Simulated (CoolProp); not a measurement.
Saturation properties of n-hexane (Tc = 234.7 °C, pc = 3.044 MPa, ω = 0.300).

Values from CoolProp's reference Helmholtz-energy equation of state, Thol 2019.

| T (°C) | p (MPa) | enthalpy of vaporisation (kJ/kg) | liquid viscosity (µPa s) | vapour viscosity (µPa s) | liquid conductivity (mW/(m K)) |
|---|---|---|---|---|---|
| -6.45 | 0.004234 | 387.0 | (withheld) | 5.60 | 130 |
| 3.45 | 0.007246 | (withheld) | 372 | (withheld) | 127 |
| 13.35 | 0.01186 | 374.0 | 335 | 6.01 | 124 |
| 23.15 | 0.01860 | 367.4 | 303 | 6.21 | 121 |
| 33.05 | 0.02829 | 360.7 | 275 | 6.41 | 118 |
| 42.95 | 0.04171 | (withheld) | (withheld) | 6.61 | 115 |
| 52.85 | 0.05982 | 346.9 | (withheld) | 6.80 | 112 |
| 62.75 | 0.08368 | 339.6 | 211 | 7.00 | 109 |
| 72.65 | 0.1145 | 332.1 | 193 | 7.20 | 107 |
| 82.55 | 0.1534 | 324.4 | 178 | 7.40 | 104 |

Complete the blanks.


- -6.45, liquid viscosity (µPa s): 416
- 3.45, enthalpy of vaporisation (kJ/kg): 380.5
- 3.45, vapour viscosity (µPa s): 5.81
- 42.95, enthalpy of vaporisation (kJ/kg): 353.9
- 42.95, liquid viscosity (µPa s): 251
- 52.85, liquid viscosity (µPa s): 230

It boils at 68.7 °C under 1 atm.

Viscosity comes from a separate model (Michailidou 2013). Thermal conductivity comes from a separate model (Assael 2013).
